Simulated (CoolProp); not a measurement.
Vapour-liquid equilibrium of cyclohexane (1) + n-nonane (2) at 316.5 K; x and y are mole fractions of (1).

Computed with CoolProp (multi-fluid Helmholtz-energy mixture model, Zhou 2014 and Lemmon 2006; pair parameters Bell 2016).

**Question.** Give the bubble pressure and the first vapour's composition at x = 0.5, 0.8, 0.95. Is there an azeotrope?

**Answer.** x = 0.5: 0.1461 bar, y = 0.938; x = 0.8: 0.2263 bar, y = 0.984; x = 0.95: 0.2678 bar, y = 0.997. No azeotrope shows between x = 0.05 and 0.95.

The pair parameters rest on a limited set of measurements; away from them the model extrapolates. The gap from Raoult's law changes sign with composition, which may be real or a fault of the pair parameters; it wasn't checked against measurements.
